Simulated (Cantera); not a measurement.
Mixture: 4.69 % CH₄, 0.361 % H₂, 19.9 % O₂, 75.0 % N₂, equivalence ratio 0.48, at 2.96 atm, adiabatic and at constant pressure. Ignition delay is the time to a rise of 400 K.

Computed with Cantera and GRI-Mech 3.0 (53 species, 325 reactions). Below about 1000 K GRI-Mech 3.0 lacks low-temperature oxidation paths.

Problem. Predict: delay at 973 K; delay at 1173 K; delay at 1373 K; delay at 1573 K; delay at 1773 K; apparent activation energy between 1573 and 1773 K.

Solution. 
- delay at 973 K: 99.5 ms
- delay at 1173 K: 7.13 ms
- delay at 1373 K: 0.874 ms
- delay at 1573 K: 0.153 ms
- delay at 1773 K: 41.0 µs
- apparent activation energy between 1573 and 1773 K: 150 kJ/mol
